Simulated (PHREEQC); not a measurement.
Solution (25 °C): 0.12 mol NaH2PO4 and 0.0018 mol ZnSO4 per kg of water. Closed to the air; pH follows from the charge balance.

Equilibrium calculation in PHREEQC: ion-association model, wateq4f.dat.

```json
{
 "pH": "4.46",
 "ionic_strength": "0.127 mol/kgw"
}
```

```
species     molality  activity   log γ
----------  --------  --------  ------
Na+            0.120    0.0920  -0.114
H2PO4-         0.119    0.0921  -0.111
Zn+2         0.00173  0.000646  -0.427
SO4-2        0.00143  0.000492  -0.463
HPO4-2      0.000469  0.000163  -0.458
H3PO4       0.000462  0.000475   0.013
NaSO4-      0.000293  0.000227  -0.111
ZnSO4        7.24e-5   7.45e-5   0.013
H+           4.30e-5   3.50e-5  -0.088
NaHPO4-      3.78e-5   2.93e-5  -0.111
HSO4-        2.21e-6   1.68e-6  -0.119
Zn(SO4)2-2   8.56e-7   2.98e-7  -0.458
ZnOH+        2.62e-8   2.01e-8  -0.115
```

Precipitation was switched off in this run. Complexes and solids missing from the database can't appear. H3PO4, which wateq4f.dat lacks, is added to it with the constant of phreeqc.dat. The database has no phosphate complexes of Zn.
